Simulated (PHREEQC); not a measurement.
Make-up at 25 °C: 0.067 mol HF, 0.00032 mol NH4F and 0.013 mol H2SiF6 per kg of water. Closed to the air; pH follows from the charge balance.

All values are PHREEQC results (ion-association model, phreeqc.dat), not measurements.

Each row changes one thing in this solution. No solid was allowed to form.

```
case                                              pH  ionic strength (mol/kgw)  HF (mol/kgw)  F- (mol/kgw)  HF2- (mol/kgw)  H4SiO4 (mol/kgw)  SI of Quartz (SiO2)
----------------------------------------------  ----  ------------------------  ------------  ------------  --------------  ----------------  -------------------
as made                                         1.61                    0.0417        0.0641       0.00215        0.000528          3.80e-10                -5.43
HF left out                                     1.68                    0.0366       0.00529      0.000204         4.15e-6          0.000864                +0.92
diluted 5-fold with water                       2.22                   0.00931        0.0119       0.00145         6.59e-5           1.71e-7                -2.79
NH4F from 0.00032 to 0.0016 mol/kgw             1.63                    0.0418        0.0652       0.00227        0.000568          3.17e-10                -5.51
temperature from 25 to 15 °C                    1.61                    0.0421        0.0637       0.00250        0.000558          5.50e-11                -6.12
diluted 10-fold with water                      2.46                   0.00506       0.00555       0.00115         2.45e-5           2.97e-6                -1.55
0.047 mol/kgw NH3 added                         2.77                    0.0624        0.0408        0.0202         0.00316          2.43e-11                -6.63
NH4F replaced by NH4BF4 at the same molality    1.61                    0.0420        0.0639       0.00212        0.000519          3.96e-10                -5.42
HF replaced by (NH4)2SiF6 at the same molality  1.72                     0.237       0.00588      0.000314         7.00e-6          0.000981                +1.00
```

Some of these states are supersaturated (in Quartz (slow to form), Chalcedony (slow to form), for instance). SiF6-2 is the database's only silicon fluoride. Real BF4- forms and hydrolyses slowly; the run takes it at equilibrium.
